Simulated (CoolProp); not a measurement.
A closed Brayton cycle with dry air: compressor inlet 311.15 K and 1.5 MPa, high pressure 5.06 MPa, turbine inlet 755 K, compressor efficiency 0.85, turbine efficiency 0.9, recuperator effectiveness 0 (on enthalpy, no pinch check). Each further row changes one setting.

Computed with CoolProp (reference Helmholtz-energy equation of state, Lemmon 2000). It is a pseudo-pure fit of the blend.

```csv
case,thermal efficiency (%),net work (kJ/kg),compressor to turbine work,compressor exit (K),turbine exit (K)
as stated,16.3,50.8,0.75,463.1,564.6
turbine inlet 705 K,?,36.9,?,463.1,525.6
compressor inlet 321.15 K,15.4,45.8,0.78,?,564.6
high pressure 4.3 MPa,15.2,51.0,?,?,?
recuperator effectiveness 0.5,19.6,50.8,0.75,463.1,564.6
```

Problem. Some entries are withheld; supply them.

Solution. 
- turbine inlet 705 K, thermal efficiency (%): 14.3
- turbine inlet 705 K, compressor to turbine work: 0.81
- compressor inlet 321.15 K, compressor exit (K): 477.7
- high pressure 4.3 MPa, compressor to turbine work: 0.72
- high pressure 4.3 MPa, compressor exit (K): 439.7
- high pressure 4.3 MPa, turbine exit (K): 587.0
